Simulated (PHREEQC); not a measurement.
# Acid rinse or clean: speciation

Solution (25 °C): 0.01 mol HCl, 3.1e-05 mol ZnSO4 and 0.00095 mol KCl per kg of water. It is in equilibrium with CO2 at log p = -3.4 (atm). Otherwise closed; pH follows from the charge balance.

Model: ion-association model, phreeqc.dat, run in PHREEQC.

```
Item                          Result
--------------------  --------------
pH                              2.04
ionic strength        0.0111 mol/kgw
specific conductance      4090 µS/cm
total alkalinity        -10.0 meq/kg
```

```tsv
species	molality	activity	log γ
Cl-	0.0109	0.00982	-0.047
H+	0.00999	0.00909	-0.041
K+	0.000950	0.000851	-0.048
Zn+2	3.03e-5	1.99e-5	-0.183
SO4-2	1.88e-5	1.23e-5	-0.183
CO2	1.35e-5	1.36e-5	0.001
```

Precipitation was switched off in this run.
